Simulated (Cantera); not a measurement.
## Thermodynamics of silicon nitride deposition, feed SiH2Cl2 + N2 + H2

A closed system holds: 1 mol SiH2Cl2, 0.59 mol N2, 98 mol H2.

Method: chemical equilibrium by Gibbs-energy minimisation in Cantera with the NASA 1993 tables (ideal gas, pure condensed phases). Candidate condensed phases: NH4Cl, Si, Si3N4; 28 gas species. N2 is the only nitrogen source here; it is nearly inert below about 1500 K, so the nitride shown seldom forms there in practice. Mutual solubility and eutectic melting of coexisting phases are not modelled. The tables' values for SiCl3 are old estimates. The numbers say what is thermodynamically allowed, not how fast it happens.

### Question
Map the stable condensed phases over T = 723, 873, 1023, 1173, 1323, 1473, 1623, 1773, 1923 K and P in Pa = 5, 15, 45, 140, 410, 1200, 3700, 11000, 33000, 100000.

### Answer
```
T in K \ P in Pa
              5     15     45    140    410   1200   3700  11000  33000 100000
   1923       A      A      A      A      B      B      B      B      B      B
   1773       A      A      B      B      B      B      B      B      B      C
   1623       B      B      B      B      B      B      B      C      C      C
   1473       B      B      B      B      B      C      C      C      C      C
   1323       B      B      C      C      C      C      C      C      C      D
   1173       C      C      C      C      C      C      C      D      D      D
   1023       C      C      C      C      D      D      D      D      D      D
    873       D      D      D      D      D      D      D      D      D      D
    723       D      D      D      D      D      D      D      D      D      D
```
A: gas only; B: Si; C: Si + Si3N4; D: Si3N4.
